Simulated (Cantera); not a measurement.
## Ignition delay

Mixture: 12.8 % CH₄, 18.3 % O₂, 68.8 % N₂, equivalence ratio 1.4, at 0.987 atm, adiabatic and at constant pressure. Ignition delay is the time to a rise of 400 K.

Detailed kinetics in Cantera: GRI-Mech 3.0 (53 species, 325 reactions).

```tsv
T0 (K)	delay (ms)
1050	565
1150	115
1250	27.4
1350	7.47
1450	2.31
1550	0.818
```

```
Item                                                    Result
--------------------------------------------------  ----------
apparent activation energy between 1350 and 1550 K  190 kJ/mol
```
